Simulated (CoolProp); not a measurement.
Vapour-liquid equilibrium of R22 (1) + acetone (2) at -0.85 °C; x and y are mole fractions of (1).

Values from CoolProp's multi-fluid Helmholtz-energy mixture model, Kamei 1995 and Lemmon 2006; pair parameters Bell 2016.

```
x      bubble pressure (MPa)  y at the bubble point  dew pressure at overall composition x (MPa)  liquid density (mol/L)
-----  ---------------------  ---------------------  -------------------------------------------  ----------------------
0.05                 0.02949                  0.708                                     0.009352                   14.07
0.125                0.05074                  0.838                                      0.01015                   14.19
0.2                  0.06758                  0.885                                      0.01108                   14.31
0.275                0.08432                  0.914                                      0.01221                   14.43
0.35                  0.1035                  0.936                                      0.01359                   14.56
0.425                 0.1271                  0.954                                      0.01533                   14.69
0.5                   0.1565                  0.968                                      0.01757                   14.81
0.575                 0.1930                  0.979                                      0.02057                   14.92
0.65                  0.2371                  0.987                                      0.02480                   15.01
0.725                 0.2885                  0.993                                      0.03120                   15.08
0.8                   0.3448                  0.996                                      0.04193                   15.11
0.875                 0.4020                  0.998                                      0.06319                   15.09
0.95                  0.4545                  1.000                                       0.1215                   14.99
```

No azeotrope shows between x = 0.05 and 0.95.

The pair parameters rest on a limited set of measurements; away from them the model extrapolates.
